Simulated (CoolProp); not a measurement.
A single-stage vapour-compression cycle with the fluid: evaporating at 233.15 K (dew point), condensing at 271.15 K (bubble point), superheat 5 K, subcooling 2 K, compressor efficiency 0.65, no pressure losses. The same conditions are run with several fluids, on thermodynamics alone (safety and materials aside).

Computed with CoolProp (reference Helmholtz-energy equation of state of each fluid (ammonia: Gao 2020; ethane: Bücker 2006; propane: Lemmon 2009; R143a: Lemmon and Jacobsen 2000; isobutene: Lemmon 2005; R152A: Outcalt 1996)).

Q: Rank ammonia, ethane, propane, R143a, isobutene, R152A by cooling COP, highest first.

A: isobutene (3.55), R152A (3.51), propane (3.47), R143a (3.40), ammonia (3.34), ethane (3.07)

```
fluid      pressure ratio  discharge temperature (K)  refrigerating effect (kJ/kg)  volumetric capacity (kJ/m³)
---------  --------------  -------------------------  ----------------------------  ---------------------------
ammonia              5.56                      410.5                          1240                          778
ethane               2.92                      311.2                           311                         4220
propane              4.01                      306.8                           346                          888
R143a                4.12                      303.3                           175                         1110
isobutene            5.46                      306.7                           350                          226
R152A                5.20                      325.0                           289                          467
```
